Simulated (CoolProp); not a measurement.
Model: reference Helmholtz-energy equation of state, Gao 2016, in CoolProp.

For sulfur dioxide, give the phase and the density (kg/m³), speed of sound (m/s), expansivity (1/kK) at 492 K and 88.7 bar.


- 492 K and 88.7 bar: supercritical; density 193, speed of sound 240, expansivity 6.01
